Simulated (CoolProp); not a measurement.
Oxygen at 555.11 K and 0.511 MPa flows at 0.91 m/s in a round tube of 100 mm bore and 15 µm roughness, fully developed (64/Re and Nu = 3.66 if laminar; Colebrook and Gnielinski if turbulent). Each further row changes one setting.

Model: reference Helmholtz-energy equation of state, Schmidt 1985, in CoolProp.

| case | Reynolds number | Darcy friction factor | pressure drop (Pa/m) | heat-transfer coefficient (W/(m² K)) | mass flow (kg/h) |
|---|---|---|---|---|---|
| as stated | 9780 | ___ | 0.459 | 13.2 | 91.0 |
| velocity 1.82 m/s | 19600 | 0.0263 | 1.54 | 23.2 | 182 |
| diameter 200 mm | 19600 | ___ | 0.192 | ___ | 364 |

Question: Fill in the missing entries.

Answer: 
- as stated, Darcy friction factor: 0.0313
- diameter 200 mm, Darcy friction factor: 0.0262
- diameter 200 mm, heat-transfer coefficient (W/(m² K)): 11.5

Above 300 K oxygen's equation is extrapolated.

Viscosity comes from a separate model (Lemmon 2004). Thermal conductivity comes from a separate model (Lemmon 2004).
